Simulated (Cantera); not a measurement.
A closed system holds: 1 mol Pb, 8.3 mol CO2, 1.9 mol N2, equilibrated at 1350 K and 1.00 bar.

These are equilibrium values from Cantera (NASA tables, ideal gas, pure condensed phases), not measurements of a reactor. Candidate condensed phases: C, Pb, PbO, PbO2, Pb3O4; 27 gas species. Gases not in the tables: (PbO)n polymers. Equilibrium is a limit: real reactors are often held back by kinetics, nucleation or transport.

Base state: CO2 0.808, N2 0.185, Pb 0.00489, CO 0.000994, PbO 0.000994 (mole fractions); condensed: Pb(l).

Problem. What changes in the equilibrium state with this change: Pb replaced by Fe?

Solution. 
```json
[
 {"species": "CO2", "before": "0.808", "after": "0.716"},
 {"species": "N2", "before": "0.185", "after": "0.186"},
 {"species": "CO", "before": "0.000994", "after": "0.0980"},
 {"species": "Pb", "before": "0.00489", "after": "0"},
 {"species": "PbO", "before": "0.000994", "after": "0"},
 {"species": "Pb(l), mol", "before": "0.940", "after": "0"},
 {"species": "FeO(s), mol", "before": "0", "after": "1.00"}
]
```
The tables' stoichiometric FeO is somewhat more stable than real wüstite, so its field is too wide. FeO: taken at fixed stoichiometry. Further candidate phases: Fe, Fe(CO)5, FeO, Fe2O3, Fe3O4.
